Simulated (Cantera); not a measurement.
Pb + CO2 + N2 (metals in furnace atmospheres)

Charge: 1 mol Pb, 1.1 mol CO2, 2.1 mol N2, held at 0.0100 bar.

Cantera equilibrium calculation (NASA polynomials, part measured and part estimated; ideal gas, pure solids and liquids). Candidate condensed phases: C, Pb, PbO, PbO2, Pb3O4; 27 gas species. The numbers say what is thermodynamically allowed, not how fast it happens.

| T (K) | log p N2 | log p CO2 | log p Pb | log p CO | log p PbO | n Pb(l) |
|---|---|---|---|---|---|---|
| 1023 | -2.18 | -2.47 | -4.57 | -6.28 | -6.28 | 0.991 |
| 1048 | -2.18 | -2.47 | -4.35 | -6.08 | -6.08 | 0.985 |
| 1073 | -2.19 | -2.47 | -4.14 | -5.88 | -5.88 | 0.976 |
| 1098 | -2.19 | -2.47 | -3.93 | -5.69 | -5.69 | 0.962 |
| 1123 | -2.19 | -2.47 | -3.74 | -5.51 | -5.51 | 0.939 |
| 1148 | -2.20 | -2.48 | -3.55 | -5.35 | -5.35 | 0.906 |
| 1173 | -2.20 | -2.48 | -3.37 | -5.18 | -5.18 | 0.857 |
| 1198 | -2.21 | -2.49 | -3.20 | -5.03 | -5.03 | 0.784 |
| 1223 | -2.22 | -2.51 | -3.04 | -4.89 | -4.89 | 0.676 |
| 1248 | -2.24 | -2.53 | -2.89 | -4.75 | -4.75 | 0.514 |
| 1273 | -2.27 | -2.56 | -2.74 | -4.63 | -4.63 | 0.269 |
log p: log10 of the partial pressure in bar; n: condensed amount in mol.

From 1023 K to 1273 K the condensed part is Pb(l). The main Pb-bearing gas is Pb throughout. The share of Pb in condensed phases is highest at 1023 K (99.1 %) and lowest at 1273 K (26.9 %).
